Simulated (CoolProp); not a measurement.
Properties of propylene at several states.

Values from CoolProp's reference Helmholtz-energy equation of state, Lemmon 2013.

```csv
T (K),p (MPa),phase,cv (kJ/(kg K)),speed of sound (m/s),expansivity (1/kK),viscosity (µPa s),Prandtl number
461.3,0.113,gas,1.934,316.0,2.197,13.1,0.754
268.6,0.339,gas,(withheld),235.2,4.715,7.64,(withheld)
103.9,0.0156,liquid,1.491,1932,1.535,3360,38.7
169.2,0.164,liquid,1.338,1550,1.666,422,(withheld)
489.3,0.274,gas,2.030,323.7,2.101,13.9,0.749
316.6,7.68,liquid,1.602,704.4,3.322,90.4,2.19
```

**Question.** Some entries are withheld; supply them.

**Answer.** 
- 268.6, cv (kJ/(kg K)): 1.272
- 268.6, Prandtl number: 0.823
- 169.2, Prandtl number: 5.21

Viscosity comes from a separate model (Huber 2003), an estimate that may be off by 10 % or more. Thermal conductivity comes from a separate model (Huber 2003), an estimate that may be off by 10 % or more.
